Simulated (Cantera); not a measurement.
A Cantera script and what it prints.

```python
import numpy as np
import cantera as ct

gas_names = """
    H HNO HNO2 HNO3 HO2 H2 H2O H2O2 N NH NH2 NH3 NH2OH NO NO2 NO3 N2 N2H2 N2H4 N2O O OH O2 O3 Pb PbO Pb2
""".split()
cond_names = """
    H2O(s) H2O(L) Pb(cr) Pb(L) PbO(rd) PbO(yw) PbO(L) PbO2(s) Pb3O4(s)
""".split()


def load(file, names, dense=False):
    # The tables refer to 1 bar. Condensed volumes are neglected.
    table = {s.name: s for s in ct.Species.list_from_file(file)}
    out = []
    for n in names:
        d = dict(table[n].input_data)
        d["thermo"] = dict(d["thermo"], **{"reference-pressure": 1e5})
        if dense:
            d["equation-of-state"] = {"model": "constant-volume", "density": "1e6 g/cm^3"}
        out.append(ct.Species.from_dict(d))
    return out


gas = ct.Solution(thermo="ideal-gas", species=load("nasa_gas.yaml", gas_names))
cond = {s.name: ct.Solution(thermo="fixed-stoichiometry", species=[s], name=s.name)
        for s in load("nasa_condensed.yaml", cond_names, dense=True)}
atoms = {
    'Pb': {'Pb': 1},
    'H2O': {'H': 2, 'O': 1},
    'N2': {'N': 2},
}
top_T = {'Pb3O4(s)': 820}  # K; cautious upper limits of use, not melting points


def equilibrate(T, P, feed):
    n = {}
    for name, mol in feed.items():
        for a, k in atoms[name].items():
            n[a] = n.get(a, 0.0) + k * mol
    gas.TPX = T, P, n
    mass = sum(n.values()) * gas.mean_molecular_weight
    gas.equilibrate("TP")
    valid = [c for c in cond.values() if c.min_temp <= T <= top_T.get(c.name, c.max_temp)]
    mix = ct.Mixture([(gas, mass / gas.mean_molecular_weight)] + [(c, 0.0) for c in valid])
    mix.T, mix.P = T, P
    mix.equilibrate("TP", solver="vcs", rtol=1e-11, max_steps=5000)
    return mix


results = []
feed = {'Pb': 1, 'H2O': 0.015, 'N2': 7.6}  # mol
P = 101325  # Pa
for T in [723, 798, 873, 948, 1023, 1098, 1173, 1248, 1323, 1398, 1473, 1548, 1623, 1698]:
    mix = equilibrate(T, P, feed)
    results.append((T, P, feed, dict(zip(mix.species_names, mix.species_moles))))

top = {s: max(r[3][s] / sum(r[3][g] for g in gas_names) for r in results) for s in gas_names}
cols = sorted((s for s in top if top[s] > 0.0001), key=lambda s: -top[s])[:6]
seen = [c for c in cond_names if any(r[3].get(c, 0) > 1e-12 for r in results)]
print("log10 of partial pressures in bar; condensed amounts in mol")
print(f"{'T/K':>10s}" + "".join(f"{s[:9]:>10s}" for s in cols + seen))
for T, P, feed, n in results:
    ng = sum(n[g] for g in gas_names)
    print(f"{T:10.4g}" + "".join(f"{np.log10(max(n[s] / ng * P / 1e5, 1e-99)):10.3f}" for s in cols)
          + "".join(f"{n.get(c, 0):10.4g}" for c in seen))
```

Result:

```
log10 of partial pressures in bar; condensed amounts in mol
       T/K        N2        Pb       H2O       PbO        H2       Pb2     Pb(L)   PbO(rd)   PbO(yw)
       723     0.005    -8.509    -2.700   -12.111    -7.080   -16.534         1 6.252e-07         0
       798     0.005    -7.242    -2.700   -10.201    -6.904   -14.404         1         0 9.367e-07
       873     0.005    -6.197    -2.700    -8.627    -6.751   -12.649         1         0 1.315e-06
       948     0.005    -5.320    -2.700    -7.310    -6.616   -11.178         1         0 1.449e-06
      1023     0.005    -4.574    -2.700    -6.344    -6.344    -9.930    0.9998         0         0
      1098     0.005    -3.933    -2.700    -5.810    -5.810    -8.857    0.9991         0         0
      1173     0.005    -3.375    -2.701    -5.345    -5.345    -7.926    0.9968         0         0
      1248     0.004    -2.886    -2.703    -4.937    -4.937    -7.111    0.9901         0         0
      1323     0.003    -2.454    -2.707    -4.577    -4.577    -6.391    0.9733         0         0
      1398     0.001    -2.069    -2.716    -4.258    -4.258    -5.751     0.935         0         0
      1473    -0.003    -1.725    -2.732    -3.977    -3.977    -5.179    0.8549         0         0
      1548    -0.012    -1.415    -2.761    -3.730    -3.730    -4.665    0.6978         0         0
      1623    -0.028    -1.134    -2.811    -3.518    -3.518    -4.200    0.4019         0         0
      1698    -0.049    -0.932    -2.877    -3.362    -3.362    -3.883         0         0         0
```

Equilibrium computed with Cantera from the NASA thermochemical tables; the gas is ideal and each condensed phase is pure. Gases not in the tables: (PbO)n polymers.
